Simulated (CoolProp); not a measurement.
Vapour-liquid equilibrium of R134a (1) + R152A (2) at 194.8 K; x and y are mole fractions of (1).

The numbers come from the multi-fluid Helmholtz-energy mixture model, Tillner-Roth 1994 and Outcalt 1996; pair parameters Lemmon 2004 in CoolProp.

Problem. Give the bubble pressure and the first vapour's composition at x = 0.05, 0.275, 0.95. Is there an azeotrope?

Solution. x = 0.05: 0.004024 MPa, y = 0.035; x = 0.275: 0.003782 MPa, y = 0.243; x = 0.95: 0.004129 MPa, y = 0.966. y crosses x between x = 0.425 and 0.5: the model has an azeotrope there.

Pair parameters are fitted to limited data, so mixtures are less certain than the pure fluids.
